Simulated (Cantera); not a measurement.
A closed system holds: 1 mol NiS, 36 mol H₂, at 1000 Pa.

Cantera equilibrium calculation (NASA polynomials, part measured and part estimated; ideal gas, pure solids and liquids). Candidate condensed phases: Ni, NiS, NiS₂, Ni₃S₂, Ni₃S₄, S; 9 gas species. Metal and sulfide melt together well below either melting point, which pure phases cannot show. Mutual solubility and eutectic melting of coexisting phases are not modelled. Kinetics and transport are ignored.

At 1425 K, list the 5 most abundant gas species with their mole fractions, and the condensed phases.

H₂ 0.988, H₂S 0.0110, S₂ 0.000433, SH 0.000245, H 6.78e-5. Condensed: Ni(s) + Ni₃S₂(l).
